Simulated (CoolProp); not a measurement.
The numbers come from the reference Helmholtz-energy equation of state, Platzer 1990 in CoolProp. This equation is an older, rougher fit; its heat capacities, sound speeds and derivatives of the liquid may be far off and weren't checked against measurements.

### Question
Give the vapour pressure (kPa), vapour viscosity (µPa s), liquid conductivity (mW/(m K)) of saturated CF4 (R14) at -100.95 °C.

### Answer
| T (°C) | p (kPa) | vapour viscosity (µPa s) | liquid conductivity (mW/(m K)) |
|---|---|---|---|
| -100.95 | 491 | 10.8 | 75.2 |

Viscosity comes from a separate model (Huber 2003), an estimate that may be off by 10 % or more. Thermal conductivity comes from a separate model (Huber 2003), an estimate that may be off by 10 % or more.
